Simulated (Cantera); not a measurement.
Premixed flame

A freely propagating, adiabatic, planar premixed flame of H₂ : O₂ : N₂ = 1 : 0.526 : 1.98 (molar parts), unburnt at 350 K and 40000 Pa; mixture-averaged transport, grid criteria slope 0.08 and curve 0.16, no radiation.

Detailed kinetics in Cantera: the H2/O2 subset of GRI-Mech 3.0, which has no nitrogen chemistry. Burning velocities carry a grid error of a few per cent, more on coarse grids.

```csv
z (mm),T (K),u (m/s),x H₂,x O₂,x H₂O,x HO₂,x O,x OH
-3.72,350,2.70,0.285,0.150,<1e-8,<1e-8,<1e-8,<1e-8
-2.48,350,2.70,0.285,0.150,<1e-8,<1e-8,<1e-8,<1e-8
-1.86,350,2.70,0.285,0.150,<1e-8,<1e-8,<1e-8,<1e-8
-1.24,350,2.70,0.285,0.150,5.96e-8,1.83e-8,<1e-8,<1e-8
-0.619,356,2.73,0.282,0.151,9.19e-5,3.34e-5,4.76e-7,2.84e-6
-0.310,593,4.42,0.246,0.148,0.0169,0.000175,0.000120,0.000942
0,1072,7.71,0.148,0.112,0.100,5.27e-5,0.00393,0.00221
0.310,1390,9.88,0.0608,0.0547,0.202,2.16e-5,0.0107,0.00727
0.619,1540,10.9,0.0413,0.0372,0.232,1.29e-5,0.0120,0.0104
1.24,1694,11.9,0.0385,0.0315,0.244,9.03e-6,0.0110,0.0130
2.48,1851,12.8,0.0364,0.0276,0.256,6.38e-6,0.00888,0.0148
4.95,2001,13.7,0.0320,0.0236,0.269,4.33e-6,0.00648,0.0154
9.91,2134,14.5,0.0260,0.0199,0.283,2.89e-6,0.00427,0.0146
```
x: mole fraction of selected species; z is measured from the peak of heat release.

| Quantity | Result |
|---|---|
| laminar burning velocity | 270 cm/s |
| thermal thickness | 1.24 mm |
| peak x(HO₂) | 0.000270 |
| peak x(O) | 0.0120 |
| peak x(OH) | 0.0154 |
| grid points | 121 |
